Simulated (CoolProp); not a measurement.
Vapour-liquid equilibrium of isohexane (1) + n-hexane (2) at 123.95 °C; x and y are mole fractions of (1).

Model: multi-fluid Helmholtz-energy mixture model, Lemmon 2006 and Thol 2019; pair parameters Bell 2016, in CoolProp.

Question: Give the bubble pressure and the first vapour's composition at x = 0.05, 0.275, 0.5. Is there an azeotrope?

Answer: x = 0.05: 0.4425 MPa, y = 0.060; x = 0.275: 0.4661 MPa, y = 0.312; x = 0.5: 0.4890 MPa, y = 0.543. No azeotrope shows between x = 0.05 and 0.95.

Pair parameters are fitted to limited data, so mixtures are less certain than the pure fluids.
